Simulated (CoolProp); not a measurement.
Vapour-liquid equilibrium of n-heptane (1) + p-xylene (2) at 358.4 K; x and y are mole fractions of (1).

The numbers come from the multi-fluid Helmholtz-energy mixture model, Span 2003 and Zhou 2012; pair parameters Bell 2016 in CoolProp.

Question: Give the bubble pressure and the first vapour's composition at x = 0.2, 0.35, 0.8. Is there an azeotrope?

Answer: x = 0.2: 0.03149 MPa, y = 0.505; x = 0.35: 0.03924 MPa, y = 0.667; x = 0.8: 0.05913 MPa, y = 0.920. No azeotrope shows between x = 0.05 and 0.95.

The pair parameters rest on a limited set of measurements; away from them the model extrapolates.
